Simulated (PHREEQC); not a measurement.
Consider water at 35 °C with 0.0015 mol/kgw HBr, 0.08 mol/kgw FeCl3 and 0.0002 mol/kgw MgCl2. Closed to the air; pH follows from the charge balance.

Computed with PHREEQC (ion-association model, phreeqc.dat).

Task: The ionic strength comes out as 0.325 mol/kgw. What activity coefficients do Fe(OH)2+, Fe2(OH)2+4, FeOH+2, Fe3(OH)4+5, H+ get?

Result: Fe(OH)2+ 0.71, Fe2(OH)2+4 0.0062, FeOH+2 0.25, Fe3(OH)4+5 0.00036, H+ 0.78.

No solid was allowed to form. The solution is supersaturated, for example in Hematite (slow to form), Goethite (slow to form), so a real one may precipitate; this is no full list.
